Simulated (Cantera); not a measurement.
Standard-state values (1 bar) from the NASA 1993 polynomials, evaluated with Cantera. Values are per mole of reaction as written; species without (g) are pure solids or liquids, kept so even where they would boil at 1 bar.

3 Ta2O5 → 6 Ta + 5 O3(g)

```json
[
 {"T (K)": "300", "ΔH° (kJ)": "6846.9", "ΔS° (J/K)": "1014.0", "ΔG° (kJ)": "6542.7", "log10 K": "-1139.16"},
 {"T (K)": "1573", "ΔH° (kJ)": "6726.8", "ΔS° (J/K)": "870.5", "ΔG° (kJ)": "5357.5", "log10 K": "-177.90"},
 {"T (K)": "1623", "ΔH° (kJ)": "6721.8", "ΔS° (J/K)": "867.4", "ΔG° (kJ)": "5314.0", "log10 K": "-171.02"},
 {"T (K)": "1673", "ΔH° (kJ)": "…", "ΔS° (J/K)": "…", "ΔG° (kJ)": "…", "log10 K": "…"},
 {"T (K)": "1723", "ΔH° (kJ)": "6712.1", "ΔS° (J/K)": "861.6", "ΔG° (kJ)": "5227.6", "log10 K": "-158.48"},
 {"T (K)": "1773", "ΔH° (kJ)": "…", "ΔS° (J/K)": "…", "ΔG° (kJ)": "…", "log10 K": "…"},
 {"T (K)": "1823", "ΔH° (kJ)": "6703.3", "ΔS° (J/K)": "856.6", "ΔG° (kJ)": "5141.7", "log10 K": "-147.32"}
]
```

Q: Complete the blanks.

A: 
- 1673, ΔH° (kJ): 6716.9
- 1673, ΔS° (J/K): 864.4
- 1673, ΔG° (kJ): 5270.7
- 1673, log10 K: -164.56
- 1773, ΔH° (kJ): 6707.6
- 1773, ΔS° (J/K): 859.0
- 1773, ΔG° (kJ): 5184.6
- 1773, log10 K: -152.74
